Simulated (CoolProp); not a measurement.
Oxygen at 293.15 K and 2.41 MPa is throttled through a valve to 0.498 MPa with no heat exchange. Each further row changes one setting.

Values from CoolProp's reference Helmholtz-energy equation of state, Schmidt 1985.

```
case                       temperature change (K)  final density (kg/m³)
-------------------------  ----------------------  ---------------------
as stated                                     ___                    ___
outlet pressure 0.149 MPa                     ___                    ___
outlet pressure 0.647 MPa                     ___                    ___
```

Problem. Some entries are withheld; supply them.

Solution. 
- as stated, temperature change (K): -5.3
- as stated, final density (kg/m³): 6.68
- outlet pressure 0.149 MPa, temperature change (K): -6.3
- outlet pressure 0.149 MPa, final density (kg/m³): 2.00
- outlet pressure 0.647 MPa, temperature change (K): -4.8
- outlet pressure 0.647 MPa, final density (kg/m³): 8.68
